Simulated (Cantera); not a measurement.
Formation from one mole of F2

Source: NASA polynomial tables (part measured, part estimated), evaluated in Cantera. Values are per mole of reaction as written; species without (g) are pure solids or liquids, kept so even where they would boil at 1 bar.

0.5 C + F2(g) ⇌ 0.5 CF4(g)

| T (K) | ΔH° (kJ) | ΔS° (J/K) | ΔG° (kJ) | log10 K |
|---|---|---|---|---|
| 1125 | -466.7 | -76.0 | -381.1 | 17.70 |
| 1325 | -466.4 | -75.8 | -365.9 | 14.43 |
| 1525 | -466.1 | -75.6 | -350.8 | 12.02 |
| 1725 | -465.8 | -75.4 | -335.7 | 10.16 |
| 1925 | -465.5 | -75.3 | -320.6 | 8.70 |
| 2125 | -465.3 | -75.1 | -305.6 | 7.51 |
| 2325 | -465.0 | -75.0 | -290.6 | 6.53 |
| 2525 | -464.6 | -74.9 | -275.6 | 5.70 |
| 2725 | -464.3 | -74.7 | -260.6 | 5.00 |
| 2925 | -463.8 | -74.6 | -245.7 | 4.39 |

0.5 Si + F2(g) ⇌ 0.5 SiF4(g)

```tsv
T (K)	ΔH° (kJ)	ΔS° (J/K)	ΔG° (kJ)	log10 K	condensed phases
1125	-807.8	-72.1	-726.7	33.74	Si(s)
1325	-807.7	-72.0	-712.3	28.08	Si(s)
1525	-807.7	-72.0	-697.9	23.90	Si(s)
1725	-832.8	-86.9	-683.0	20.68	Si(l)
1925	-832.7	-86.8	-665.6	18.06	Si(l)
2125	-832.5	-86.7	-648.3	15.93	Si(l)
2325	-832.3	-86.6	-630.9	14.17	Si(l)
2525	-832.1	-86.5	-613.6	12.69	Si(l)
2725	-831.8	-86.4	-596.3	11.43	Si(l)
2925	-831.4	-86.3	-579.1	10.34	Si(l)
```

0.6667 C + F2(g) ⇌ 0.6667 CF3(g)

```
T (K)  ΔH° (kJ)  ΔS° (J/K)  ΔG° (kJ)  log10 K
-----  --------  ---------  --------  -------
1125     -314.6      -32.1    -278.5    12.93
1325     -314.8      -32.2    -272.1    10.73
1525     -315.0      -32.3    -265.7     9.10
1725     -315.2      -32.5    -259.2     7.85
1925     -315.5      -32.6    -252.7     6.86
2125     -315.8      -32.8    -246.1     6.05
2325     -316.0      -32.9    -239.5     5.38
2525     -316.3      -33.0    -233.0     4.82
2725     -316.6      -33.1    -226.3     4.34
2925     -316.7      -33.2    -219.7     3.92
```

Cu + F2(g) ⇌ CuF2(g)

| T (K) | ΔH° (kJ) | ΔS° (J/K) | ΔG° (kJ) | log10 K | condensed phases |
|---|---|---|---|---|---|
| 1125 | -273.4 | 21.1 | -297.1 | 13.80 | Cu(s) |
| 1325 | -275.7 | 19.2 | -301.2 | 11.87 | Cu(s) |
| 1525 | -291.6 | 7.6 | -303.2 | 10.38 | Cu(l) |
| 1725 | -294.2 | 6.0 | -304.5 | 9.22 | Cu(l) |
| 1925 | -296.8 | 4.5 | -305.6 | 8.29 | Cu(l) |
| 2125 | -299.4 | 3.3 | -306.4 | 7.53 | Cu(l) |
| 2325 | -301.8 | 2.2 | -306.9 | 6.90 | Cu(l) |
| 2525 | -304.0 | 1.3 | -307.3 | 6.36 | Cu(l) |
| 2725 | -306.1 | 0.5 | -307.4 | 5.89 | Cu(l) |
| 2925 | -308.0 | -0.2 | -307.5 | 5.49 | Cu(l) |
